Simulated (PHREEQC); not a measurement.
Dissolve 8.4 mmol/kgw Cu(NO3)2 at 85 °C. Closed to the air; pH follows from the charge balance.

Model: ion-association model, phreeqc.dat, run in PHREEQC.

No solid was allowed to form.

Predict the pH, specific conductance.

pH 4.13; specific conductance 4850 µS/cm.

In which forms is Cu present?

Cu+2 99 %, Cu2(OH)2+2 1.0 % of the Cu.

Species that the database lacks are ignored. Away from 25 °C the constants follow the database's enthalpies or fits; those with neither stay at their 25 °C values.
